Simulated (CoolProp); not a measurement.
Vapour-liquid equilibrium of n-perfluoropentane (1) + n-pentane (2) at 358.6 K; x and y are mole fractions of (1).

Computed with CoolProp (multi-fluid Helmholtz-energy mixture model, Gao 2022 and Thol 2019; pair parameters Bell 2016).

```json
[
 {"x": "0.05", "bubble pressure (MPa)": "0.5200", "y at the bubble point": "0.203", "dew pressure at overall composition x (MPa)": "0.4428", "liquid density (mol/L)": "7.435"},
 {"x": "0.2", "bubble pressure (MPa)": "0.6559", "y at the bubble point": "0.408", "dew pressure at overall composition x (MPa)": "[?]", "liquid density (mol/L)": "6.727"},
 {"x": "0.35", "bubble pressure (MPa)": "0.6951", "y at the bubble point": "0.475", "dew pressure at overall composition x (MPa)": "[?]", "liquid density (mol/L)": "6.139"},
 {"x": "0.5", "bubble pressure (MPa)": "0.7080", "y at the bubble point": "0.525", "dew pressure at overall composition x (MPa)": "0.7038", "liquid density (mol/L)": "5.670"},
 {"x": "0.65", "bubble pressure (MPa)": "0.7026", "y at the bubble point": "[?]", "dew pressure at overall composition x (MPa)": "[?]", "liquid density (mol/L)": "5.311"},
 {"x": "0.8", "bubble pressure (MPa)": "0.6663", "y at the bubble point": "0.706", "dew pressure at overall composition x (MPa)": "[?]", "liquid density (mol/L)": "[?]"},
 {"x": "0.95", "bubble pressure (MPa)": "0.5844", "y at the bubble point": "0.903", "dew pressure at overall composition x (MPa)": "[?]", "liquid density (mol/L)": "[?]"}
]
```

Question: Some entries are withheld; supply them.

Answer: 
- 0.2, dew pressure at overall composition x (MPa): 0.5185
- 0.35, dew pressure at overall composition x (MPa): 0.6152
- 0.65, y at the bubble point: 0.593
- 0.65, dew pressure at overall composition x (MPa): 0.6868
- 0.8, dew pressure at overall composition x (MPa): 0.6275
- 0.8, liquid density (mol/L): 5.037
- 0.95, dew pressure at overall composition x (MPa): 0.5655
- 0.95, liquid density (mol/L): 4.824

y crosses x between x = 0.5 and 0.65: the model has an azeotrope there.

Pair parameters are fitted to limited data, so mixtures are less certain than the pure fluids.
